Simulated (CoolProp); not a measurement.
Properties of propylene along the isotherm 241 K (Tc = 364.2 K, pc = 4555 kPa, ω = 0.146).

Model: reference Helmholtz-energy equation of state, Lemmon 2013, in CoolProp.

```tsv
p (kPa)	phase	expansivity (1/kK)	conductivity (mW/(m K))	Prandtl number	fugacity coefficient
36	gas	4.287	11.9	…	0.9901
56.1	gas	4.368	11.9	0.779	0.9845
87.3	gas	4.500	11.9	0.787	0.9759
136	gas	4.723	11.8	0.800	0.9624
212	liquid	2.212	139	2.69	…
330	liquid	2.208	139	2.69	0.5609
513	liquid	2.202	139	2.69	0.3632
799	liquid	…	139	2.69	0.2355
1240	liquid	2.177	139	2.69	0.1542
1940	liquid	2.154	140	2.70	0.1010
3020	liquid	2.121	140	2.71	…
4700	liquid	2.071	141	2.72	0.04597
7310	liquid	2.001	143	2.74	0.03239
11400	liquid	1.905	145	2.78	…
```

**Question.** Some entries are withheld; supply them.

**Answer.** 
- 36, Prandtl number: 0.774
- 212, fugacity coefficient: 0.8694
- 799, expansivity (1/kK): 2.192
- 3020, fugacity coefficient: 0.06742
- 11400, fugacity coefficient: 0.02396

Viscosity comes from a separate model (Huber 2003), an estimate that may be off by 10 % or more. Thermal conductivity comes from a separate model (Huber 2003), an estimate that may be off by 10 % or more.
